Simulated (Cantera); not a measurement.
Cantera with NASA thermochemical tables; ideal gases at 1 bar, condensed phases pure. Values are per mole of reaction as written; species without (g) are pure solids or liquids, kept so even where they would boil at 1 bar.

Between 300 and 2200 K, where is each reaction favourable under standard conditions?
- SrCl₂ + 2 H₂O(g) ⇌ Sr(OH)₂ + 2 HCl(g)


- SrCl₂ + 2 H₂O(g) ⇌ Sr(OH)₂ + 2 HCl(g): ΔG° is 165 kJ at 300 K and 151 kJ at 2200 K; it stays positive (K < 1). ΔH° is 201 kJ and ΔS° 23 J/K at 2200 K.
